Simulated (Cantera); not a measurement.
An adiabatic, constant-pressure homogeneous reactor starts with 7.97 % CH₄, 8.37 % O₂, 83.7 % N₂, equivalence ratio 1.9, at 1750 K and 72000 Pa.

Detailed kinetics in Cantera: GRI-Mech 3.0 (53 species, 325 reactions).

Question: Predict: time of steepest temperature rise; temperature at 5.00 s; equilibrium temperature; x(O₂) at 5.00 s; x(O) at 5.00 s; x(NO) at 5.00 s.

Answer: 
| Quantity | Value |
|---|---|
| time of steepest temperature rise | 0.465 ms |
| temperature at 5.00 s | 2332 K |
| equilibrium temperature | 2332 K |
| x(O₂) at 5.00 s | 7.52e-6 (gas-phase equilibrium 7.52e-6) |
| x(O) at 5.00 s | 1.94e-5 (gas-phase equilibrium 1.94e-5) |
| x(NO) at 5.00 s | 9.98e-5 (gas-phase equilibrium 9.98e-5) |
